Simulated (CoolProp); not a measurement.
Vapour-liquid equilibrium of R13 (1) + propylene (2) at -7.95 °C; x and y are mole fractions of (1).

Values from CoolProp's multi-fluid Helmholtz-energy mixture model, Platzer 1990 and Lemmon 2013; pair parameters Bell 2016. This equation is an older, rougher fit; its heat capacities, sound speeds and derivatives of the liquid may be far off and weren't checked against measurements.

| x | bubble pressure (kPa) | y at the bubble point | dew pressure at overall composition x (kPa) | liquid density (mol/L) |
|---|---|---|---|---|
| 0.05 | 555.0 | 0.197 | 478.8 | 13.15 |
| 0.15 | 726.9 | 0.422 | 528.4 | 12.95 |
| 0.25 | 872.1 | 0.550 | 588.5 | 12.74 |
| 0.35 | 996.8 | 0.636 | 662.7 | 12.53 |
| 0.45 | 1106 | 0.701 | 755.5 | 12.31 |
| 0.55 | 1206 | 0.757 | 872.8 | 12.10 |
| 0.65 | 1299 | 0.807 | 1020 | 11.88 |
| 0.75 | 1388 | 0.857 | 1194 | 11.68 |
| 0.85 | 1475 | 0.910 | 1375 | 11.48 |
| 0.95 | 1560 | 0.968 | 1535 | 11.31 |

No azeotrope shows between x = 0.05 and 0.95.

Pair parameters are fitted to limited data, so mixtures are less certain than the pure fluids.
